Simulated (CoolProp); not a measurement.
The numbers come from the reference Helmholtz-energy equation of state, Thol 2019 in CoolProp.

### Question
For n-hexane, give the phase and the Z, speed of sound (m/s), Prandtl number, fugacity coefficient at 303.25 °C and 7610 kPa.

### Answer
- 303.25 °C and 7610 kPa: supercritical; Z 0.471, speed of sound 204, Prandtl number 1.95, fugacity coefficient 0.540

Viscosity comes from a separate model (Michailidou 2013). Thermal conductivity comes from a separate model (Assael 2013).
